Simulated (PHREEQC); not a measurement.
Dissolve 7.1 mmol/kgw Ag2SO4 and 3.2 mmol/kgw Na2SO4 at 40 °C. Closed to the air; pH follows from the charge balance.

Computed with PHREEQC (ion-association model, wateq4f.dat).

The pH is 6.81 and the ionic strength is 0.0279 mol/kgw.

```
species  molality  activity   log γ
-------  --------  --------  ------
Ag+        0.0129    0.0109  -0.071
SO4-2     0.00882   0.00467  -0.276
Na+       0.00624   0.00532  -0.070
AgSO4-    0.00132   0.00112  -0.071
NaSO4-   0.000159  0.000136  -0.067
OH-       2.21e-7   1.86e-7  -0.073
H+        1.76e-7   1.53e-7  -0.058
HSO4-     1.16e-7   9.86e-8  -0.070
AgOH      7.08e-8   7.12e-8   0.003
```

Precipitation was switched off in this run. Constants without temperature data keep their 25 °C values here.
